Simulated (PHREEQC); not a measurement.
A PHREEQC speciation (ion-association model, phreeqc.dat) at 60 °C gives pH 2.40 and these molalities:

```json
[
 {"species": "HF", "mol/kgw": "0.0448"},
 {"species": "H+", "mol/kgw": "0.00441"},
 {"species": "F-", "mol/kgw": "0.00438"},
 {"species": "Zn+2", "mol/kgw": "0.00236"},
 {"species": "SO4-2", "mol/kgw": "0.00152"},
 {"species": "HSO4-", "mol/kgw": "0.000964"},
 {"species": "HF2-", "mol/kgw": "0.000862"},
 {"species": "ZnSO4", "mol/kgw": "0.000405"},
 {"species": "ZnF+", "mol/kgw": "0.000133"},
 {"species": "Zn(SO4)2-2", "mol/kgw": "4.00e-6"}
]
```

Q: What are the element totals, and what could have been dissolved in 1 kg of water to give them?

A: One answer among several that fit: totals F 0.0510, S(6) 0.00290, Zn 0.00290 mol/kgw, from 0.051 mol/kgw HF and 0.0029 mol/kgw ZnSO4.

This is a speciation only: nothing precipitates in the calculation. Away from 25 °C the constants follow the database's enthalpies or fits; those with neither stay at their 25 °C values.
